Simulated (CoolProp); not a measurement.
Vapour-liquid equilibrium of acetone (1) + n-heptane (2) at 0.222 MPa; x and y are mole fractions of (1).

The numbers come from the multi-fluid Helmholtz-energy mixture model, Lemmon 2006 and Span 2003; pair parameters Bell 2016 in CoolProp.

Problem. Give the bubble temperature and the first vapour's composition at x = 0.05, 0.35, 0.75. Is there an azeotrope?

Solution. x = 0.05: 389.0 K, y = 0.274; x = 0.35: 361.9 K, y = 0.727; x = 0.75: 355.3 K, y = 0.846. No azeotrope shows between x = 0.05 and 0.95.

Pair parameters are fitted to limited data, so mixtures are less certain than the pure fluids.
